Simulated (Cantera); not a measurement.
Input (Python, Cantera) and output of one run.

```python
import numpy as np
import cantera as ct

gas_names = """
    CL CL2 H HCL H2 Si SiCL SiCL2 SiCL3 SiCL4 SiH SiHCL3 SiH2 SiH2CL2 SiH3 SiH3CL SiH4 Si2 Si3
""".split()
cond_names = """
    Si(cr) Si(L)
""".split()


# ... load() reads the species with a 1 bar reference pressure and builds the phases ...
atoms = {
    'Si': {'Si': 1},
    'Cl2': {'CL': 2},
    'H2': {'H': 2},
}
top_T = {}  # K; cautious upper limits of use, not melting points


# ... equilibrate(T, P, feed) seeds the gas with the atoms and calls Mixture.equilibrate('TP', solver="vcs", rtol=1e-11, max_steps=5000) ...
results = []
feed = {'Si': 1, 'Cl2': 0.92, 'H2': 14}  # mol
P = 13332.2  # Pa
for T in [523, 623, 723, 823, 923, 1023, 1123, 1223, 1323, 1423, 1523, 1623, 1723]:
    mix = equilibrate(T, P, feed)
    results.append((T, P, feed, dict(zip(mix.species_names, mix.species_moles))))

top = {s: max(r[3][s] / sum(r[3][g] for g in gas_names) for r in results) for s in gas_names}
cols = sorted((s for s in top if top[s] > 0.001), key=lambda s: -top[s])[:9]
seen = [c for c in cond_names if any(r[3].get(c, 0) > 1e-12 for r in results)]
print("log10 of partial pressures in bar; condensed amounts in mol")
print(f"{'T/K':>10s}" + "".join(f"{s[:9]:>10s}" for s in cols + seen))
for T, P, feed, n in results:
    ng = sum(n[g] for g in gas_names)
    print(f"{T:10.4g}" + "".join(f"{np.log10(max(n[s] / ng * P / 1e5, 1e-99)):10.3f}" for s in cols)
          + "".join(f"{n.get(c, 0):10.4g}" for c in seen))
```

Output:

```
log10 of partial pressures in bar; condensed amounts in mol
       T/K        H2       HCL     SiCL2     SiCL4    SiHCL3     SiCL3    Si(cr)     Si(L)
       523    -0.891    -6.162   -12.000    -2.542    -2.741    -9.169    0.4886         0
       623    -0.891    -5.001    -9.413    -2.535    -2.759    -7.466    0.4901         0
       723    -0.891    -4.167    -7.550    -2.530    -2.778    -6.239    0.4931         0
       823    -0.891    -3.541    -6.150    -2.530    -2.799    -5.317    0.5007         0
       923    -0.893    -3.058    -5.065    -2.545    -2.828    -4.607    0.5181         0
      1023    -0.896    -2.679    -4.213    -2.588    -2.877    -4.063    0.5509         0
      1123    -0.901    -2.388    -3.550    -2.689    -2.968    -3.667    0.5972         0
      1223    -0.909    -2.179    -3.063    -2.904    -3.144    -3.434    0.6416         0
      1323    -0.915    -2.056    -2.761    -3.300    -3.454    -3.399    0.6645         0
      1423    -0.919    -2.007    -2.617    -3.868    -3.889    -3.541    0.6666         0
      1523    -0.920    -1.995    -2.556    -4.486    -4.360    -3.759    0.6605         0
      1623    -0.920    -1.996    -2.527    -5.070    -4.805    -3.983    0.6524         0
      1723    -0.921    -1.991    -2.523    -5.597    -5.213    -4.196         0    0.6548
```

Equilibrium computed with Cantera from the NASA thermochemical tables; the gas is ideal and each condensed phase is pure. The tables' values for SiCl3, SiCl are old estimates; treat these amounts as uncertain. Gases not in the tables: Si2H6 and higher silanes.
